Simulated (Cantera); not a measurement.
An isothermal, constant-pressure homogeneous reactor starts with C2H6 : N2 = 1 : 30 (molar parts), at 1525 K and 0.987 atm. Integrator tolerance rtol = 1e-08.

Cantera simulation using GRI-Mech 3.0 (53 species, 325 reactions); the numbers are that mechanism's predictions, not measurements. GRI-Mech 3.0 stops at C3 and has no aromatics, soot or wall deposition, so with more carbon than oxygen in the feed, carbon stays in small species such as C2H2 where larger ones or solid carbon would form.

What does this change do: C2H6 1 to 8.2 parts?


| quantity | before | after |
|---|---|---|
| x(C2H6) at 3.00 s | 5.69e-7 (gas-phase equilibrium 4.55e-8) | 1.41e-5 (gas-phase equilibrium 9.40e-6) |
| x(H2) at 3.00 s | 0.0552 (gas-phase equilibrium 0.0593) | 0.257 (gas-phase equilibrium 0.266) |
| x(CH3) at 3.00 s | 6.89e-6 (gas-phase equilibrium 1.68e-6) | 2.98e-5 (gas-phase equilibrium 2.42e-5) |
| x(C2H) at 3.00 s | 5.96e-9 (gas-phase equilibrium 1.76e-9) | 1.36e-8 (gas-phase equilibrium 8.54e-9) |
| x(H) at 3.00 s | 5.31e-6 (gas-phase equilibrium 5.80e-6) | 1.20e-5 (gas-phase equilibrium 1.23e-5) |
| x(CH4) at 3.00 s | 0.00354 (gas-phase equilibrium 0.000850) | 0.0315 (gas-phase equilibrium 0.0259) |

What does this change do: N2 30 to 220 parts?


| quantity | before | after |
|---|---|---|
| x(C2H6) at 3.00 s | 5.69e-7 (gas-phase equilibrium 4.55e-8) | 9.47e-8 (gas-phase equilibrium 3.55e-11) |
| x(H2) at 3.00 s | 0.0552 (gas-phase equilibrium 0.0593) | 0.00819 (gas-phase equilibrium 0.00895) |
| x(CH3) at 3.00 s | 6.89e-6 (gas-phase equilibrium 1.68e-6) | 2.65e-6 (gas-phase equilibrium 4.70e-8) |
| x(C2H) at 3.00 s | 5.96e-9 (gas-phase equilibrium 1.76e-9) | 2.34e-9 (gas-phase equilibrium 1.55e-10) |
| x(H) at 3.00 s | 5.31e-6 (gas-phase equilibrium 5.80e-6) | 2.08e-6 (gas-phase equilibrium 2.25e-6) |
| x(CH4) at 3.00 s | 0.00354 (gas-phase equilibrium 0.000850) | 0.000517 (gas-phase equilibrium 9.22e-6) |
